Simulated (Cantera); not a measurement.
A closed system holds: 1 mol Si, 0.011 mol O₂, 160 mol N₂, at 13.3 mbar.

Equilibrium computed with Cantera from the NASA thermochemical tables; the gas is ideal and each condensed phase is pure. Candidate condensed phases: Si, SiO₂, Si₂N₂O, Si₃N₄; 16 gas species. N₂ is the only nitrogen source here; it is nearly inert below about 1500 K, so the nitride shown seldom forms there in practice. Mutual solubility and eutectic melting of coexisting phases are not modelled. The numbers say what is thermodynamically allowed, not how fast it happens.

Problem. Which condensed phases are stable at each of these points (T (K)): 1300, 1375, 1450, 1525, 1600, 1675, 1750, 1825, 1900, 1975?

Solution. 
```csv
T (K),condensed phases,Si condensed (%)
1300,Si₂N₂O(s) + Si₃N₄(s),100.0
1375,Si₂N₂O(s) + Si₃N₄(s),100.0
1450,Si₂N₂O(s) + Si₃N₄(s),100.0
1525,Si₂N₂O(s) + Si₃N₄(s),99.7
1600,Si₃N₄(s),97.8
1675,Si₃N₄(s),97.7
1750,Si₃N₄(s),96.9
1825,Si₃N₄(s),91.3
1900,Si(l),80.0
1975,Si(l),53.3
```

From 1300 K to 1525 K the condensed part is Si₂N₂O(s) + Si₃N₄(s). From 1600 K to 1825 K the condensed part is Si₃N₄(s). From 1900 K to 1975 K the condensed part is Si(l).
